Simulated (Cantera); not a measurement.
A closed system holds: 1 mol n-butane, 0.025 mol H2O, 7.5 mol N2, held at 5.30 bar.

These are equilibrium values from Cantera (NASA tables, ideal gas, pure condensed phases), not measurements of a reactor. Candidate condensed phases: C, C6H6, C7H8, C8H18, H2O; 169 gas species. Ions and electrons are included (thermal ionisation). Rates play no part. All values below are at 3750 K.

Base state: N2 0.448, H 0.177, H2 0.164, HCN 0.102, HNC 0.0307, C2H2 (acetylene) 0.0260, CN 0.0198, C2H 0.0111 (mole fractions); condensed: gas only.

Task: What changes in the equilibrium state with this change: N2 from 7.5 to 31 mol?

Result: 
```tsv
species	before	after
N2	0.448	0.766
H	0.177	0.0956
H2	0.164	0.0482
C2H2 (acetylene)	0.0260	0.00315
C2H	0.0111	0.00249
C3	0.0101	0.00267
HNC	0.0307	0.0140
HCN	0.102	0.0462
CN	0.0198	0.0167
C6H2	0.000121	2.51e-6
C3H3 (propargyl)	1.79e-5	7.55e-7
C4H2	0.00170	8.53e-5
C2H3 (vinyl)	1.21e-5	7.94e-7
CH3	5.67e-5	5.79e-6
```

Task: What changes in the equilibrium state with this change: N2 from 7.5 to 0.28 mol?

Result: 
```
species             before     after
----------------  --------  --------
H2                   0.164     0.415
H                    0.177     0.281
C2H2 (acetylene)    0.0260     0.132
N2                   0.448    0.0135
C4H2               0.00170    0.0175
CN                  0.0198   0.00489
C2H                 0.0111    0.0357
C3                  0.0101    0.0288
HCN                  0.102    0.0398
HNC                 0.0307    0.0120
C6H2              0.000121   0.00252
C2N2               0.00229  0.000139
```
